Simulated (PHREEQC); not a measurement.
Solution (25 °C): 0.011 mol/kgw PbCl2 and 0.0033 mol/kgw KNO3. Closed to the air; pH follows from the charge balance.

All values are PHREEQC results (ion-association model, phreeqc.dat), not measurements.

No solid was allowed to form.

Task: Order these Pb species by the share of Pb that they hold, largest first: PbCl2, Pb+2, PbNO3+, PbCl+.

Result: Pb+2 (70 %), PbCl+ (27 %), PbNO3+ (1.7 %), PbCl2 (0.59 %)

The pH is 4.98 and the ionic strength 0.0297 mol/kgw. Complexes and solids missing from the database can't appear.
